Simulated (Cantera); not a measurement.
A Cantera script and what it prints.

```python
import numpy as np
import cantera as ct

gas_names = """
    SiCL2 SiCL4 N2 CL2
""".split()
cond_names = """
    Si(cr) Si(L) Si3N4(a)
""".split()


# ... load() reads the species with a 1 bar reference pressure and builds the phases ...
species = {s.name: s for s in load("nasa_gas.yaml", gas_names) + load("nasa_condensed.yaml", cond_names)}
# Each term lists the table entries of one substance; the one whose range holds T is used.
reactions = {
    '2 SiCl2(g) = SiCl4(g) + Si':
        [(-2, ['SiCL2']), (1, ['SiCL4']), (1, ['Si(cr)', 'Si(L)'])],
    '3 SiCl4(g) + 2 N2(g) = 6 Cl2(g) + Si3N4':
        [(-3, ['SiCL4']), (-2, ['N2']), (6, ['CL2']), (1, ['Si3N4(a)'])],
}


def pick(names, T):
    return next(species[n] for n in names if species[n].thermo.min_temp <= T <= species[n].thermo.max_temp)


results = []
for label, terms in reactions.items():
    print(label)
    print("     T/K   dH/kJ  dS/(J/K)   dG/kJ   log10 K")
    for T in [1523, 1598, 1673, 1748, 1823, 1898, 1973, 2048, 2123, 2198, 2273]:
        used = [(nu, pick(names, T)) for nu, names in terms]
        dH = sum(nu * s.thermo.h(T) for nu, s in used) / 1e6
        dS = sum(nu * s.thermo.s(T) for nu, s in used) / 1e3
        dG = dH - T * dS / 1e3
        logK = -dG * 1e6 / (ct.gas_constant * T * np.log(10))
        results.append((label, T, dH, dS, dG, logK, [s.name for _, s in used]))
        print(f"{T:8g} {dH:8.1f} {dS:8.1f} {dG:8.1f} {logK:8.2f}")
```

Result:

```
2 SiCl2(g) = SiCl4(g) + Si
     T/K   dH/kJ  dS/(J/K)   dG/kJ   log10 K
    1523   -305.5   -188.6    -18.3     0.63
    1598   -303.9   -187.6     -4.2     0.14
    1673   -302.4   -186.7      9.9    -0.31
    1748   -250.8   -156.1     22.1    -0.66
    1823   -249.4   -155.3     33.8    -0.97
    1898   -248.0   -154.6     45.4    -1.25
    1973   -246.6   -153.8     57.0    -1.51
    2048   -245.2   -153.1     68.5    -1.75
    2123   -243.7   -152.5     79.9    -1.97
    2198   -242.3   -151.8     91.3    -2.17
    2273   -240.9   -151.2    102.7    -2.36
3 SiCl4(g) + 2 N2(g) = 6 Cl2(g) + Si3N4
     T/K   dH/kJ  dS/(J/K)   dG/kJ   log10 K
    1523   1236.6     56.1   1151.1   -39.48
    1598   1237.7     56.8   1146.9   -37.49
    1673   1238.9     57.5   1142.6   -35.67
    1748   1240.2     58.3   1138.3   -34.01
    1823   1241.6     59.1   1133.9   -32.49
    1898   1243.0     59.9   1129.4   -31.08
    1973   1244.6     60.7   1124.9   -29.78
    2048   1246.2     61.5   1120.3   -28.57
    2123   1247.9     62.3   1115.7   -27.45
    2198   1249.7     63.1   1111.0   -26.40
    2273   1251.6     63.9   1106.2   -25.42
```

Cantera with NASA thermochemical tables; ideal gases at 1 bar, condensed phases pure. Condensed species are held in their standard states even where they would react or evaporate.
